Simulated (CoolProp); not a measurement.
Propylene along the isotherm 465.7 K: density (kg/m³) from the reference equation and from simpler models built on Tc = 364.2 K, pc = 4.555 MPa, ω = 0.146; each cubic takes its own stable root.

Model: reference Helmholtz-energy equation of state, Lemmon 2013, in CoolProp.

```csv
p (MPa),phase,reference,ideal gas,van der Waals,Redlich-Kwong,Soave-Redlich-Kwong,Peng-Robinson
2.53,gas,30.12,27.49,30.36,30.30,29.97,30.46
5.06,supercritical,66.68,54.99,68.87,67.65,65.74,67.91
7.59,supercritical,111.5,82.48,120.6,113.8,107.9,113.0
10.1,supercritical,163.3,109.8,178.8,165.7,153.8,162.6
12.7,supercritical,216.6,138.0,221.5,215.3,198.9,211.9
15.2,supercritical,258.9,165.2,247.8,253.3,235.7,252.6
17.7,supercritical,291.6,192.4,266.5,283.1,265.8,286.2
20.2,supercritical,317.0,219.5,280.9,307.0,290.5,314.1
22.8,supercritical,338.1,247.8,293.0,327.6,312.0,338.5
```
